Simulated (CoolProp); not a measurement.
Saturation properties of n-perfluoropentane.

The numbers come from the reference Helmholtz-energy equation of state, Gao 2022 in CoolProp.

```
T (K)    p (MPa)  liquid density (kg/m³)  vapour density (kg/m³)  enthalpy of vaporisation (kJ/kg)  liquid cp (kJ/(kg K))
-----  ---------  ----------------------  ----------------------  --------------------------------  ---------------------
209.8  0.0004784                    1868                 0.07905                             114.2                 0.8805
215.5  0.0007858                    1852                  0.1265                             112.8                 0.8903
221.3   0.001261                    1835                  0.1978                             111.5                 0.9005
227.1   0.001967                    1819                  0.3008                             110.1                 0.9109
232.8   0.002964                    1803                  0.4426                             108.8                 0.9213
238.6   0.004389                    1786                  0.6405                             107.4                 0.9321
244.4   0.006353                    1769                  0.9067                             106.0                 0.9431
250.2   0.009006                    1752                   1.258                             104.6                 0.9541
255.9    0.01245                    1736                   1.705                             103.2                 0.9651
261.7    0.01701                    1718                   2.285                             101.7                 0.9763
267.5    0.02285                    1701                   3.014                             100.3                 0.9876
273.3    0.03022                    1684                   3.920                             98.75                 0.9989
279      0.03924                    1666                   5.010                             97.25                  1.010
284.8    0.05050                    1648                   6.356                             95.68                  1.021
```

It boils at 302.5 K under 1 atm.
